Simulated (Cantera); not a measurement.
A closed system holds: 1 mol H2O, 0.046 mol SO2, 0.1 mol O2, at 10.0 mbar.

Method: chemical equilibrium by Gibbs-energy minimisation in Cantera with the NASA 1993 tables (ideal gas, pure condensed phases). Candidate condensed phases: H2O, H2SO4, S; 34 gas species. Ions and electrons are included (thermal ionisation). Equilibrium is a limit: real reactors are often held back by kinetics, nucleation or transport.

Problem. At 4000 K, list the 6 most abundant gas species with their mole fractions, and the condensed phases.

Solution. H 0.597, O 0.385, S 0.0136, OH 0.00161, H2 0.00140, O2 0.000671. Condensed: gas only.
